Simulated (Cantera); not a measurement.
Feed: 1 mol C, 7.7 mol H2, 0.2 mol N2, held at 0.133 bar.

These are equilibrium values from Cantera (NASA tables, ideal gas, pure condensed phases), not measurements of a reactor. Candidate condensed phases: C, C6H6, C7H8, C8H18; 92 gas species. Equilibrium is a limit: real reactors are often held back by kinetics, nucleation or transport.

Question: What share of the C ends up in condensed phases as a function of T (°C), at 675, 875, 1075, 1275, 1475, 1675, 1875, 2075, 2275, 2475, 2675?

Answer: 
```json
[
 {"T (°C)": "675", "C condensed (%)": "83.9", "as": "C(graphite)"},
 {"T (°C)": "875", "C condensed (%)": "97.6", "as": "C(graphite)"},
 {"T (°C)": "1075", "C condensed (%)": "99.4", "as": "C(graphite)"},
 {"T (°C)": "1275", "C condensed (%)": "99.6", "as": "C(graphite)"},
 {"T (°C)": "1475", "C condensed (%)": "99.1", "as": "C(graphite)"},
 {"T (°C)": "1675", "C condensed (%)": "97.6", "as": "C(graphite)"},
 {"T (°C)": "1875", "C condensed (%)": "93.8", "as": "C(graphite)"},
 {"T (°C)": "2075", "C condensed (%)": "85.8", "as": "C(graphite)"},
 {"T (°C)": "2275", "C condensed (%)": "71.0", "as": "C(graphite)"},
 {"T (°C)": "2475", "C condensed (%)": "46.4", "as": "C(graphite)"},
 {"T (°C)": "2675", "C condensed (%)": "6.7", "as": "C(graphite)"}
]
```
